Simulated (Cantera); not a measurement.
Input: 1 mol C₂H₂, 5.5 mol CO₂, equilibrated at 0.560 bar.

These are equilibrium values from Cantera (NASA tables, ideal gas, pure condensed phases), not measurements of a reactor. Candidate condensed phases: C, C₆H₆, C₇H₈, C₈H₁₈, H₂O; 110 gas species. Kinetics and transport are ignored.

Question: At 750 °C, list the 5 most abundant gas species with their mole fractions, and the condensed phases.

Answer: CO 0.512, CO₂ 0.370, H₂ 0.0757, H₂O 0.0418, CH₄ 3.43e-5. Condensed: gas only.
